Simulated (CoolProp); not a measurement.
Properties of chlorine along the isotherm 307.8 K (Tc = 416.9 K, pc = 7.642 MPa, ω = 0.070).

Computed with CoolProp (reference Helmholtz-energy equation of state, Thol 2021).

| p (MPa) | phase | density (kg/m³) | isothermal compressibility (1/MPa) |
|---|---|---|---|
| 1.33 | liquid | (withheld) | 0.002514 |
| 2.67 | liquid | 1368 | (withheld) |
| 4 | liquid | 1372 | 0.002351 |
| 5.33 | liquid | (withheld) | 0.002279 |
| 6.67 | liquid | 1381 | 0.002211 |
| 8 | liquid | 1385 | (withheld) |
| 9.33 | liquid | 1389 | 0.002090 |
| 10.7 | liquid | 1392 | 0.002033 |
| 12 | liquid | 1396 | 0.001983 |
| 13.3 | liquid | 1400 | 0.001935 |
| 14.7 | liquid | 1403 | 0.001886 |
| 16 | liquid | (withheld) | 0.001844 |
| 17.3 | liquid | 1410 | 0.001803 |
| 18.7 | liquid | 1414 | 0.001762 |
| 20 | liquid | 1417 | 0.001725 |

Task: Fill in the missing entries.

Result: 
- 1.33, density (kg/m³): 1363
- 2.67, isothermal compressibility (1/MPa): 0.002429
- 5.33, density (kg/m³): 1376
- 8, isothermal compressibility (1/MPa): 0.002148
- 16, density (kg/m³): 1407
